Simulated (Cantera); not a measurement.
**Thermodynamics of abatement and gas-phase synthesis, feed SO2 + H2 + O2**

A closed system holds: 1 mol SO2, 0.094 mol H2, 4.2 mol O2, at 0.133 bar.

Equilibrium computed with Cantera from the NASA thermochemical tables; the gas is ideal and each condensed phase is pure. Candidate condensed phases: H2O, H2SO4, S; 19 gas species. Rates play no part.

From 1200 K to 2100 K nothing is condensed.

```csv
T (K),x O2,x SO2,x H2O,x SO3,x O,x OH,x SO
1200,0.790,0.177,0.0180,0.0148,6.10e-8,2.93e-6,4.50e-10
1350,0.791,0.186,0.0180,0.00530,1.03e-6,1.79e-5,1.36e-8
1500,0.791,0.189,0.0179,0.00229,9.88e-6,7.63e-5,2.04e-7
1650,0.791,0.190,0.0178,0.00115,6.31e-5,0.000249,1.85e-6
1800,0.791,0.190,0.0176,0.000648,0.000296,0.000667,1.16e-5
1950,0.790,0.190,0.0171,0.000400,0.00110,0.00152,5.46e-5
2100,0.787,0.190,0.0163,0.000264,0.00338,0.00303,0.000206
```
x: gas mole fraction; nothing condenses.
